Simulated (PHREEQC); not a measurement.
Solution (65 °C): 0.1 mol NaH2PO4, 3.6e-05 mol NaOH and 9.5e-05 mol H4SiO4 per kg of water. Closed to the air; pH follows from the charge balance.

Equilibrium calculation in PHREEQC: ion-association model, phreeqc.dat.

Precipitation was switched off in this run.

Q: Predict the pH, specific conductance.

A: pH 4.52; specific conductance 13800 µS/cm.

Constants without temperature data keep their 25 °C values here.
